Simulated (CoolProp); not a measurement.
A closed Brayton cycle with carbon dioxide: compressor inlet 324.15 K and 8.1 MPa, high pressure 15.5 MPa, turbine inlet 860 K, compressor efficiency 0.85, turbine efficiency 0.93, recuperator effectiveness 0.8 (on enthalpy, no pinch check). Each further row changes one setting.

Values from CoolProp's reference Helmholtz-energy equation of state, Span 1996.

```tsv
case	thermal efficiency (%)	net work (kJ/kg)	compressor to turbine work	compressor exit (K)	turbine exit (K)
as stated	(withheld)	63.3	0.33	378.0	777.1
turbine inlet 810 K	(withheld)	(withheld)	0.35	378.0	730.2
compressor inlet 334.15 K	25.4	59.2	0.37	391.7	777.1
high pressure 13.2 MPa	22.3	49.2	(withheld)	(withheld)	797.2
recuperator effectiveness 0.5	(withheld)	63.3	0.33	378.0	777.1
```

**Question.** Complete the blanks.

**Answer.** 
- as stated, thermal efficiency (%): 25.9
- turbine inlet 810 K, thermal efficiency (%): 25.2
- turbine inlet 810 K, net work (kJ/kg): 57.4
- high pressure 13.2 MPa, compressor to turbine work: 0.32
- high pressure 13.2 MPa, compressor exit (K): 364.4
- recuperator effectiveness 0.5, thermal efficiency (%): 16.5
